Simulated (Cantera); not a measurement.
What does this Cantera script print?

```python
import numpy as np
import cantera as ct

gas_names = [...]  # 151 gases of nasa_gas.yaml made of C, H, N, O, Si
cond_names = """
    C(gr) C6H6(L) C7H8(L) C8H18(L),n-octa H2O(s) H2O(L) Si(cr) Si(L) SiC(b) SiO2(Lqz) SiO2(hqz) SiO2(L)
    Si2N2O(s) Si3N4(a)
""".split()


# ... load() reads the species with a 1 bar reference pressure and builds the phases ...
atoms = {
    'TEOS': {'Si': 1, 'C': 8, 'H': 20, 'O': 4},
    'CO2': {'C': 1, 'O': 2},
    'N2O': {'N': 2, 'O': 1},
}
top_T = {'C(gr)': 4500, 'SiC(b)': 3050, 'Si2N2O(s)': 2100, 'Si3N4(a)': 2400}  # K; cautious upper limits of use, not melting points


# ... equilibrate(T, P, feed) seeds the gas with the atoms and calls Mixture.equilibrate('TP', solver="vcs", rtol=1e-11, max_steps=5000) ...
results = []
feed = {'TEOS': 1, 'CO2': 2.4, 'N2O': 0.17}  # mol
T = 975  # K
P = 10000  # Pa
mix = equilibrate(T, P, feed)
results.append((T, P, feed, dict(zip(mix.species_names, mix.species_moles))))
print(gas.report(threshold=0.0001))
for i in range(1, mix.n_phases):
    print(f"{mix.phase(i).name:16s} {mix.phase_moles(i):12.5e} mol")
```

Output:

```
       temperature   975 K
          pressure   10000 Pa
           density   0.016002 kg/m^3
  mean mol. weight   12.972 kg/kmol
   phase of matter   gas

                          1 kg             1 kmol
                     ---------------   ---------------
          enthalpy       -2.3261e+06       -3.0174e+07  J
   internal energy       -2.9511e+06       -3.8281e+07  J
           entropy             17032        2.2094e+05  J/K
    Gibbs function       -1.8933e+07       -2.4559e+08  J
 heat capacity c_p            2460.7             31920  J/K
 heat capacity c_v            1819.7             23605  J/K

                      mass frac. Y      mole frac. X     chem. pot. / RT
                     ---------------   ---------------   ---------------
               CH4          0.005227         0.0042264           -42.067
                CO           0.81751            0.3786           -42.443
               CO2           0.04671          0.013768             -83.4
                H2          0.090136           0.57998            -20.29
               H2O          0.018325          0.013195           -61.247
                N2          0.022084          0.010226           -31.682
     [ +145 minor]        4.6819e-06        3.3862e-06

C(gr)             3.80791e+00 mol
Si(cr)            0.00000e+00 mol
SiC(b)            0.00000e+00 mol
SiO2(hqz)         1.00000e+00 mol
Si2N2O(s)         0.00000e+00 mol
Si3N4(a)          0.00000e+00 mol
```

Cantera equilibrium calculation (NASA polynomials, part measured and part estimated; ideal gas, pure solids and liquids). The feed counts by its element totals alone.
